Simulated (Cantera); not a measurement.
Input (Python, Cantera):

```python
import numpy as np
import cantera as ct

gas = ct.Solution("h2o2.yaml")
gas.TPX = 1000, 1300, {'H2': 0.015, 'O2': 1}
reactor = ct.IdealGasConstPressureReactor(gas, energy="off", clone=False)
net = ct.ReactorNet([reactor])
net.rtol, net.atol = 1e-08, 1e-18
show = ['H2', 'O2', 'OH', 'H2O', 'H2O2']
times = np.geomspace(4e-06, 10, 15)

steps = ct.SolutionArray(gas, extra=["t"])
rows = []
print(f"{'t/s':>10s}{'T/K':>9s}{'P/Pa':>11s}" + "".join(f"{s:>11s}" for s in show))
for t in times:
    while net.time < t:
        t_next = net.step()
        steps.append(gas.state, t=t_next)
    rows.append([np.interp(t, steps.t, y) for y in (steps.T, steps.P, *steps(*show).X.T)])
    print(f"{t:10.3e}{rows[-1][0]:9.1f}{rows[-1][1]:11.4g}" + "".join(f"{x:11.3e}" for x in rows[-1][2:]))
rate = np.gradient(steps.T, steps.t)
print("integrator steps:", len(steps.t))
if steps.T.max() > steps.T[0] + 200:
    print(f"time of steepest temperature rise: {steps.t[rate.argmax()]:.4e} s")
gas.TPX = 1000, 1300, {'H2': 0.015, 'O2': 1}
gas.equilibrate("TP")
print(f"equilibrium (TP): T = {gas.T:.1f} K  " + "  ".join(f"{s} {gas[s].X[0]:.3e}" for s in show))
```

Result:

```
       t/s      T/K       P/Pa         H2         O2         OH        H2O       H2O2
 4.000e-06   1000.0       1300  1.478e-02  9.852e-01  8.270e-15  3.821e-17  1.655e-19
 1.146e-05   1000.0       1300  1.478e-02  9.852e-01  6.544e-14  7.786e-16  1.341e-18
 3.281e-05   1000.0       1300  1.478e-02  9.852e-01  4.999e-13  1.697e-14  1.097e-17
 9.398e-05   1000.0       1300  1.478e-02  9.852e-01  3.420e-12  3.457e-13  9.002e-17
 2.692e-04   1000.0       1300  1.478e-02  9.852e-01  1.882e-11  5.908e-12  7.412e-16
 7.710e-04   1000.0       1300  1.478e-02  9.852e-01  8.942e-11  8.290e-11  6.121e-15
 2.208e-03   1000.0       1300  1.478e-02  9.852e-01  8.017e-10  1.577e-09  5.170e-14
 6.325e-03   1000.0       1300  1.478e-02  9.852e-01  1.475e-07  3.534e-07  1.001e-12
 1.811e-02   1000.0       1300  2.296e-03  9.767e-01  1.289e-03  1.070e-02  1.576e-07
 5.188e-02   1000.0       1300  6.575e-05  9.800e-01  3.753e-04  1.437e-02  2.793e-08
 1.486e-01   1000.0       1300  1.772e-05  9.836e-01  1.934e-04  1.473e-02  2.526e-08
 4.256e-01   1000.0       1300  3.014e-06  9.848e-01  8.133e-05  1.484e-02  2.028e-08
 1.219e+00   1000.0       1300  4.151e-07  9.851e-01  3.159e-05  1.487e-02  1.227e-08
 3.491e+00   1000.0       1300  6.053e-08  9.851e-01  1.266e-05  1.488e-02  5.351e-09
 1.000e+01   1000.0       1300  1.078e-08  9.851e-01  5.560e-06  1.489e-02  1.874e-09
integrator steps: 1536
equilibrium (TP): T = 1000.0 K  H2 1.157e-11  O2 9.851e-01  OH 1.939e-07  H2O 1.489e-02  H2O2 4.745e-12
```

Detailed kinetics in Cantera: the H2/O2 subset of GRI-Mech 3.0, which has no nitrogen chemistry. Radical loss at walls, strong at low pressure, is not modelled.
